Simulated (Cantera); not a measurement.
Cantera run, input and output.

```python
import numpy as np
import cantera as ct

gas = ct.Solution("h2o2.yaml")
gas.TPX = 1025, 100000, {'H2': 1.9, 'O2': 1, 'N2': 3.3}
reactor = ct.IdealGasConstPressureReactor(gas, energy="off", clone=False)
net = ct.ReactorNet([reactor])
net.rtol, net.atol = 1e-08, 1e-18
show = ['H2', 'O2', 'H2O2', 'H2O', 'O']
times = np.geomspace(0.0001, 7, 10)

steps = ct.SolutionArray(gas, extra=["t"])
rows = []
print(f"{'t/s':>10s}{'T/K':>9s}{'P/Pa':>11s}" + "".join(f"{s:>11s}" for s in show))
for t in times:
    while net.time < t:
        t_next = net.step()
        steps.append(gas.state, t=t_next)
    rows.append([np.interp(t, steps.t, y) for y in (steps.T, steps.P, *steps(*show).X.T)])
    print(f"{t:10.3e}{rows[-1][0]:9.1f}{rows[-1][1]:11.4g}" + "".join(f"{x:11.3e}" for x in rows[-1][2:]))
rate = np.gradient(steps.T, steps.t)
print("integrator steps:", len(steps.t))
if steps.T.max() > steps.T[0] + 200:
    print(f"time of steepest temperature rise: {steps.t[rate.argmax()]:.4e} s")
gas.TPX = 1025, 100000, {'H2': 1.9, 'O2': 1, 'N2': 3.3}
gas.equilibrate("TP")
print(f"equilibrium (TP): T = {gas.T:.1f} K  " + "  ".join(f"{s} {gas[s].X[0]:.3e}" for s in show))
```

Output:

```
       t/s      T/K       P/Pa         H2         O2       H2O2        H2O          O
 1.000e-04   1025.0      1e+05  3.064e-01  1.613e-01  1.454e-08  6.194e-06  2.815e-07
 3.454e-04   1025.0      1e+05  8.048e-02  4.935e-02  9.453e-06  2.664e-01  6.612e-05
 1.193e-03   1025.0      1e+05  7.425e-02  4.622e-02  7.019e-05  2.741e-01  2.183e-07
 4.121e-03   1025.0      1e+05  7.308e-02  4.561e-02  1.137e-04  2.755e-01  3.663e-07
 1.424e-02   1025.0      1e+05  6.661e-02  4.239e-02  1.425e-04  2.831e-01  4.946e-07
 4.917e-02   1025.0      1e+05  4.855e-02  3.348e-02  9.514e-05  3.045e-01  3.845e-07
 1.698e-01   1025.0      1e+05  2.141e-02  2.008e-02  3.406e-05  3.366e-01  2.224e-07
 5.867e-01   1025.0      1e+05  3.259e-03  1.113e-02  4.859e-06  3.580e-01  6.677e-08
 2.027e+00   1025.0      1e+05  1.733e-04  9.608e-03  1.125e-07  3.617e-01  2.099e-09
 7.000e+00   1025.0      1e+05  9.564e-06  9.528e-03  1.841e-09  3.619e-01  6.601e-11
integrator steps: 2300
equilibrium (TP): T = 1025.0 K  H2 6.751e-10  O2 9.524e-03  H2O2 1.359e-10  H2O 3.619e-01  O 3.241e-11
```

Model: the H2/O2 subset of GRI-Mech 3.0, which has no nitrogen chemistry, integrated in Cantera. The temperature is held fixed by assumption; the heat of reaction is taken as removed at once.
